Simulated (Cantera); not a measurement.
Input: 1 mol Si, 0.023 mol CO2, 2.5 mol H2, held at 1950 °C and 0.110 Pa.

Cantera equilibrium calculation (NASA polynomials, part measured and part estimated; ideal gas, pure solids and liquids). Candidate condensed phases: C, C6H6, C7H8, C8H18, H2O, Si, SiC, SiO2; 123 gas species. The numbers say what is thermodynamically allowed, not how fast it happens.

Base state: H 0.810, Si 0.165, H2 0.0175, SiO 0.00389, CO 0.00389 (mole fractions); condensed: gas only.

Q: What changes in the equilibrium state with this change: temperature from 1950 °C to 950 °C?

A: 
```csv
species,before,after
H2,0.0175,0.982
SiO,0.00389,0.0179
H,0.810,0.000284
Si,0.165,2.93e-6
CO,0.00389,0.000143
"Si(s), mol",0,0.932
"SiC(s), mol",0,0.0226
```
Mutual solubility and eutectic melting of coexisting phases are not modelled.
